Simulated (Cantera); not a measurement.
Input: 1 mol CH₃SiCl₃, 0.023 mol HCl, 1.3 mol H₂, held at 1027 °C and 51.0 mbar.

These are equilibrium values from Cantera (NASA tables, ideal gas, pure condensed phases), not measurements of a reactor. Candidate condensed phases: C, C₆H₆, C₇H₈, C₈H₁₈, Si, SiC; 109 gas species. The feed counts by its element totals alone. The tables' values for SiCl₃ are old estimates; treat these amounts as uncertain. Rates play no part.

Base state: H₂ 0.462, HCl 0.462, SiCl₄ 0.0627, SiCl₃ 0.00620, SiCl₂ 0.00364, SiHCl₃ 0.00286, CH₄ 8.58e-5, SiH₂Cl₂ 1.84e-5 (mole fractions); condensed: C(graphite) + SiC(s).

**Question.** What changes in the equilibrium state with this change: pressure from 51.0 mbar to 1.33 mbar?

**Answer.** 
```tsv
species	before	after
HCl	0.462	0.634
H₂	0.462	0.342
SiCl₄	0.0627	0.0107
CH₄	8.58e-5	1.22e-6
SiH₂Cl₂	1.84e-5	9.05e-7
SiHCl₃	0.00286	0.000261
Cl	2.81e-6	2.77e-5
C(graphite), mol	0.305	0.104
SiC(s), mol	0.695	0.896
```
